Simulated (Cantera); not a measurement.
Mixture: H₂ : O₂ : N₂ = 1 : 0.98 : 3.69 (molar parts), at 210000 Pa, adiabatic and at constant pressure. Ignition delay is the time to a rise of 400 K.

Detailed kinetics in Cantera: GRI-Mech 3.0 (53 species, 325 reactions). The hydrogen kinetics of GRI-Mech 3.0 are dated; newer H2 mechanisms differ, most at raised pressure. Where the delays flatten at high temperature, the 400 K rule measures the pace of heat release, not the induction time.

Predict: delay at 1198 K; delay at 1248 K; delay at 1298 K; delay at 1348 K; delay at 1398 K; delay at 1448 K; delay at 1498 K.


```
Quantity           Value
---------------  -------
delay at 1198 K  26.3 µs
delay at 1248 K  19.8 µs
delay at 1298 K  15.8 µs
delay at 1348 K  13.1 µs
delay at 1398 K  11.2 µs
delay at 1448 K  9.91 µs
delay at 1498 K  8.99 µs
```
